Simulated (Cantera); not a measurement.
Ignition delay

Mixture: CH4 : O2 : N2 = 1 : 4 : 10 (molar parts), equivalence ratio 0.50, at 4280 Torr, adiabatic and at constant volume. Ignition delay is the time to a rise of 400 K.

Computed with Cantera and GRI-Mech 3.0 (53 species, 325 reactions).

```
T0 (K)  delay (ms)
------  ----------
1025          57.2
1125          12.0
1225          3.14
1325         0.951
1425         0.329
1525         0.129
```

- apparent activation energy between 1325 and 1525 K = 170 kJ/mol
